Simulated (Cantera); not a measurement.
# B2O3 + HCl + N2 (oxide etching and cleaning by halides)

Feed: 1 mol B2O3, 5.5 mol HCl, 27 mol N2, equilibrated at 750 Torr.

Method: chemical equilibrium by Gibbs-energy minimisation in Cantera with the NASA 1993 tables (ideal gas, pure condensed phases). Candidate condensed phases: B, BN, B2O3, B3O3H3, H2O, NH4Cl; 49 gas species. The tables' values for BOCl are old estimates; treat these amounts as uncertain. Gases not in the tables: H3BO3. Equilibrium is a limit: real reactors are often held back by kinetics, nucleation or transport.

| T (K) | x N2 | x HCl | x HBO2 | x BOCl | x Cl | x B2O3 | n B2O3(l) |
|---|---|---|---|---|---|---|---|
| 850 | 0.831 | 0.169 | 2.33e-9 | 5.35e-11 | 9.76e-9 | <1e-12 | 1.000 |
| 925 | 0.831 | 0.169 | 2.38e-8 | 9.14e-10 | 6.85e-8 | <1e-12 | 1.000 |
| 1000 | 0.831 | 0.169 | 1.69e-7 | 1.01e-8 | 3.55e-7 | 3.35e-12 | 0.999 |
| 1075 | 0.831 | 0.169 | 8.98e-7 | 7.91e-8 | 1.44e-6 | 9.36e-11 | 0.999 |
| 1150 | 0.831 | 0.169 | 3.79e-6 | 4.70e-7 | 4.77e-6 | 1.66e-9 | 0.998 |
| 1225 | 0.831 | 0.169 | 1.32e-5 | 2.24e-6 | 1.34e-5 | 2.05e-8 | 0.998 |
| 1300 | 0.831 | 0.169 | 3.94e-5 | 8.90e-6 | 3.27e-5 | 1.86e-7 | 0.996 |
| 1375 | 0.831 | 0.169 | 0.000103 | 3.05e-5 | 7.13e-5 | 1.32e-6 | 0.994 |
| 1450 | 0.831 | 0.168 | 0.000239 | 9.21e-5 | 0.000142 | 7.51e-6 | 0.989 |
| 1525 | 0.830 | 0.168 | 0.000507 | 0.000250 | 0.000263 | 3.59e-5 | 0.980 |
| 1600 | 0.830 | 0.167 | 0.000998 | 0.000612 | 0.000458 | 0.000147 | 0.960 |
| 1675 | 0.829 | 0.165 | 0.00185 | 0.00137 | 0.000756 | 0.000525 | 0.920 |
x: gas mole fraction; n: condensed amount in mol.

From 850 K to 1675 K the condensed part is B2O3(l).
